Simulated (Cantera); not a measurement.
What does this Cantera script print?

```python
import numpy as np
import cantera as ct

gas = ct.Solution("gri30.yaml")
gas.TPX = 1150, 1200, {'H2': 0.0072, 'O2': 1}
reactor = ct.IdealGasConstPressureReactor(gas, energy="off", clone=False)
net = ct.ReactorNet([reactor])
net.rtol, net.atol = 1e-08, 1e-18
show = ['H2', 'O2', 'HO2', 'OH', 'H', 'H2O2', 'H2O']
times = np.geomspace(0.0001, 60, 11)

steps = ct.SolutionArray(gas, extra=["t"])
rows = []
print(f"{'t/s':>10s}{'T/K':>9s}{'P/Pa':>11s}" + "".join(f"{s:>11s}" for s in show))
for t in times:
    while net.time < t:
        t_next = net.step()
        steps.append(gas.state, t=t_next)
    rows.append([np.interp(t, steps.t, y) for y in (steps.T, steps.P, *steps(*show).X.T)])
    print(f"{t:10.3e}{rows[-1][0]:9.1f}{rows[-1][1]:11.4g}" + "".join(f"{x:11.3e}" for x in rows[-1][2:]))
rate = np.gradient(steps.T, steps.t)
print("integrator steps:", len(steps.t))
if steps.T.max() > steps.T[0] + 200:
    print(f"time of steepest temperature rise: {steps.t[rate.argmax()]:.4e} s")
gas.TPX = 1150, 1200, {'H2': 0.0072, 'O2': 1}
gas.equilibrate("TP")
print(f"equilibrium (TP): T = {gas.T:.1f} K  " + "  ".join(f"{s} {gas[s].X[0]:.3e}" for s in show))
```

Result:

```
       t/s      T/K       P/Pa         H2         O2        HO2         OH          H       H2O2        H2O
 1.000e-04   1150.0       1200  7.149e-03  9.929e-01  2.189e-10  1.102e-10  1.115e-10  3.619e-15  7.506e-12
 3.783e-04   1150.0       1200  7.149e-03  9.929e-01  8.294e-10  7.221e-10  2.068e-10  5.170e-14  2.086e-10
 1.431e-03   1150.0       1200  7.149e-03  9.929e-01  3.154e-09  5.418e-09  8.322e-10  7.354e-13  5.263e-09
 5.413e-03   1150.0       1200  7.147e-03  9.929e-01  1.509e-08  5.164e-07  6.975e-08  1.107e-11  8.420e-07
 2.048e-02   1150.0       1200  1.526e-04  9.866e-01  1.014e-06  7.233e-04  3.620e-04  2.849e-08  6.454e-03
 7.746e-02   1150.0       1200  1.844e-05  9.877e-01  6.745e-07  4.329e-04  1.798e-04  1.242e-08  6.830e-03
 2.930e-01   1150.0       1200  9.198e-06  9.903e-01  4.820e-07  3.064e-04  6.254e-05  1.165e-08  6.971e-03
 1.108e+00   1150.0       1200  2.008e-06  9.922e-01  2.124e-07  1.440e-04  6.385e-06  8.554e-09  7.095e-03
 4.193e+00   1150.0       1200  2.321e-07  9.927e-01  5.300e-08  4.944e-05  2.555e-07  3.380e-09  7.149e-03
 1.586e+01   1150.0       1200  2.487e-08  9.928e-01  9.349e-09  1.632e-05  9.135e-09  6.927e-10  7.166e-03
 6.000e+01   1150.0       1200  3.458e-09  9.928e-01  2.145e-09  6.119e-06  4.809e-10  1.225e-10  7.171e-03
integrator steps: 1656
equilibrium (TP): T = 1150.0 K  H2 2.842e-10  O2 9.928e-01  HO2 2.134e-09  OH 1.763e-06  H 1.156e-11  H2O2 1.176e-11  H2O 7.173e-03
```

Model: GRI-Mech 3.0 (53 species, 325 reactions), integrated in Cantera. Radical loss at walls, strong at low pressure, is not modelled.
